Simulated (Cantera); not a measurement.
Input: 1 mol Pb, 0.86 mol H2, held at 0.0133 bar.

Equilibrium computed with Cantera from the NASA thermochemical tables; the gas is ideal and each condensed phase is pure. Candidate condensed phases: Pb; 4 gas species. Equilibrium is a limit: real reactors are often held back by kinetics, nucleation or transport.

Problem. Which condensed phases are stable at each of these points (T (K)): 1125, 1175, 1225, 1275, 1325, 1375, 1425, 1475, 1525?

Solution. 
```csv
T (K),condensed phases,Pb condensed (%)
1125,Pb(l),98.8
1175,Pb(l),97.1
1225,Pb(l),93.5
1275,Pb(l),85.8
1325,Pb(l),68.1
1375,Pb(l),16.5
1425,gas only,0.0
1475,gas only,0.0
1525,gas only,0.0
```

From 1125 K to 1375 K the condensed part is Pb(l). From 1425 K to 1525 K nothing is condensed.
